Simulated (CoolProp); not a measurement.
Vapour-liquid equilibrium of dimethyl ether (1) + R236FA (2) at 21.65 °C; x and y are mole fractions of (1).

Model: multi-fluid Helmholtz-energy mixture model, Wu 2011 and Pan 2012; pair parameters Bell 2016, in CoolProp.

### Question
Give the bubble pressure and the first vapour's composition at x = 0.05, 0.8, 0.95. Is there an azeotrope?

### Answer
x = 0.05: 2.445 bar, y = 0.057; x = 0.8: 4.346 bar, y = 0.926; x = 0.95: 5.107 bar, y = 0.987. No azeotrope shows between x = 0.05 and 0.95.

The pair parameters rest on a limited set of measurements; away from them the model extrapolates.
